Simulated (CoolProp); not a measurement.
Vapour-liquid equilibrium of R125 (1) + cyclopropane (2) at 297.3 K; x and y are mole fractions of (1).

Computed with CoolProp (multi-fluid Helmholtz-energy mixture model, Lemmon 2005 and Polt 1992; pair parameters Bell 2016). This equation is an older, rougher fit; its heat capacities, sound speeds and derivatives of the liquid may be far off and weren't checked against measurements.

| x | bubble pressure (kPa) | y at the bubble point | dew pressure at overall composition x (kPa) | liquid density (mol/L) |
|---|---|---|---|---|
| 0.05 | 847.8 | 0.182 | 742.4 | 14.38 |
| 0.15 | 1045 | 0.369 | 820.1 | 13.69 |
| 0.25 | 1169 | 0.468 | 912.4 | 13.05 |
| 0.35 | 1251 | 0.533 | 1022 | 12.45 |
| 0.45 | 1309 | 0.586 | 1146 | 11.91 |
| 0.55 | 1352 | 0.638 | 1271 | 11.42 |
| 0.65 | 1382 | 0.694 | 1360 | 11.00 |
| 0.75 | 1398 | 0.760 | 1397 | 10.63 |
| 0.85 | 1396 | 0.840 | 1394 | 10.32 |
| 0.95 | 1370 | 0.940 | 1367 | 10.06 |

y crosses x between x = 0.75 and 0.85: the model has an azeotrope there.

The pair parameters rest on a limited set of measurements; away from them the model extrapolates.
